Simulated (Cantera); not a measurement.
A closed system holds: 1 mol B₂O₃, 1.8 mol O₂, held at 2325 K.

Equilibrium computed with Cantera from the NASA thermochemical tables; the gas is ideal and each condensed phase is pure. Candidate condensed phases: B, B₂O₃; 10 gas species. Equilibrium is a limit: real reactors are often held back by kinetics, nucleation or transport.

Question: At 0.100 bar, list the 4 most abundant gas species with their mole fractions, and the condensed phases.

Answer: O₂ 0.592, B₂O₃ 0.298, BO₂ 0.0952, O 0.0140. Condensed: gas only.
